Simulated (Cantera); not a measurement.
## Equilibrium for oxide etching and cleaning by halides: MgO + F2 + H2

Input: 1 mol MgO, 6.1 mol F2, 0.71 mol H2.

Equilibrium computed with Cantera from the NASA thermochemical tables; the gas is ideal and each condensed phase is pure. Candidate condensed phases: H2O, Mg, MgF2, MgO, Mg(OH)2; 31 gas species. Equilibrium is a limit: real reactors are often held back by kinetics, nucleation or transport.

Task: Map the stable condensed phases over T = 1048, 1148, 1248, 1348, 1448, 1548, 1648, 1748, 1848, 1948 K and P in Pa = 1, 3.6, 13, 46, 170, 600, 2200, 7700, 28000, 100000.

Result: 
```
T in K \ P in Pa
              1    3.6     13     46    170    600   2200   7700  28000 100000
   1948       A      A      A      A      A      A      A      A      B      B
   1848       A      A      A      A      A      A      A      B      B      B
   1748       A      A      A      A      A      A      A      B      B      B
   1648       A      A      A      A      A      A      B      B      B      B
   1548       A      A      A      A      B      B      B      B      B      B
   1448       A      A      A      B      B      B      B      B      B      B
   1348       A      B      B      B      B      B      B      B      B      B
   1248       B      B      B      B      B      B      B      B      B      B
   1148       B      B      B      B      B      B      B      B      B      B
   1048       B      B      B      B      B      B      B      B      B      B
```
A: gas only; B: MgF2.
